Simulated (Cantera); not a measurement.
A closed system holds: 1 mol BF3, 0.49 mol NH3, 27 mol N2, 7.6 mol H2, equilibrated at 0.930 bar.

Cantera equilibrium calculation (NASA polynomials, part measured and part estimated; ideal gas, pure solids and liquids). Candidate condensed phases: B, BN; 31 gas species. Kinetics and transport are ignored. All values below are at 1350 K.

Base state: N2 0.743, H2 0.222, BF3 0.0236, HF 0.0109, BHF2 0.000125 (mole fractions); condensed: BN(s).

**Question.** What changes in the equilibrium state with this change: N2 from 27 to 0.16 mol?

**Answer.** 
```
species       before    after
----------  --------  -------
H2             0.222    0.845
BF3           0.0236   0.0951
N2             0.743   0.0383
HF            0.0109   0.0206
BHF2        0.000125  0.00101
BF2          5.13e-6  2.13e-5
NH3          8.60e-6  1.45e-5
BN(s), mol     0.131   0.0635
```
The tables' values for BF2 are old estimates; treat these amounts as uncertain.
